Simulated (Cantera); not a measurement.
A perfectly stirred reactor is fed with H2 : O2 : N2 = 0.82 : 1 : 1.4 (molar parts), equivalence ratio 0.41, at 0.987 atm; it is held at 1198 K, and followed from long to short residence time.

Computed with Cantera and GRI-Mech 3.0 (53 species, 325 reactions). The temperature is held fixed by assumption; the heat of reaction is taken as removed at once.

```
quantity                 before     after
---------------------  --------  --------
x(H2) at τ = 5.30 s     9.59e-5  0.000352
x(O2) at τ = 5.30 s       0.210     0.210
x(H2O) at τ = 5.30 s      0.292     0.291
x(OH) at τ = 5.30 s     2.68e-5   7.71e-6
x(N2O) at τ = 5.30 s    3.85e-7   4.34e-7
x(H2) at τ = 27.0 ms    0.00306   0.00799
x(O2) at τ = 27.0 ms      0.211     0.213
x(H2O) at τ = 27.0 ms     0.288     0.283
x(OH) at τ = 27.0 ms   0.000154   5.97e-5
x(N2O) at τ = 27.0 ms   4.34e-7   2.56e-7
```

Q: Name the change that produced these shifts.
A) temperature 1198 to 1175 K
B) pressure from 0.987 atm to 0.908 atm
C) temperature 1198 to 1150 K
D) H2 0.82 to 2.1 parts

A: C, temperature 1198 to 1150 K
